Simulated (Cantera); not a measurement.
A closed system holds: 1 mol Cu₂O, 0.52 mol CO, 11 mol N₂, at 2550 K and 0.690 bar.

Equilibrium computed with Cantera from the NASA thermochemical tables; the gas is ideal and each condensed phase is pure. Equilibrium is a limit: real reactors are often held back by kinetics, nucleation or transport.

```json
[
 {"species": "N₂", "before": "0.791", "after": "0.955"},
 {"species": "CO₂", "before": "0.0262", "after": "0.0451"},
 {"species": "O₂", "before": "0.0174", "after": "0.000219"},
 {"species": "Cu", "before": "0.141", "after": "1.75e-5"},
 {"species": "CO", "before": "0.0114", "after": "2.52e-5"},
 {"species": "Cu₂", "before": "0.00103", "after": "7.92e-9"},
 {"species": "O", "before": "0.00293", "after": "9.84e-8"},
 {"species": "CuO", "before": "0.00108", "after": "4.18e-8"},
 {"species": "NO", "before": "0.00723", "after": "4.86e-5"},
 {"species": "Cu(l), mol", "before": "0", "after": "1.05"},
 {"species": "Cu₂O(l), mol", "before": "0", "after": "0.475"}
]
```
Gas species are given as mole fractions.

**Question.** What was changed between the two runs?
(A) temperature from 2550 K to 1523 K
(B) CO from 0.52 to 13 mol
(C) CO from 0.52 to 8.3 mol
(D) N₂ from 11 to 2.3 mol

**Answer.** A, temperature from 2550 K to 1523 K. Each liquid is taken as pure. Mutual solubility and eutectic melting of coexisting phases are not modelled
